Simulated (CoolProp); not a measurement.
Vapour-liquid equilibrium of ethylbenzene (1) + o-xylene (2) at 350.2 K; x and y are mole fractions of (1).

Values from CoolProp's multi-fluid Helmholtz-energy mixture model, Zhou 2012 and Zhou 2012; pair parameters Bell 2016.

### Question
Give the bubble pressure and the first vapour's composition at x = 0.275, 0.35, 0.95. Is there an azeotrope?

### Answer
x = 0.275: 0.01237 MPa, y = 0.340; x = 0.35: 0.01268 MPa, y = 0.422; x = 0.95: 0.01483 MPa, y = 0.959. No azeotrope shows between x = 0.05 and 0.95.

The pair parameters rest on a limited set of measurements; away from them the model extrapolates.
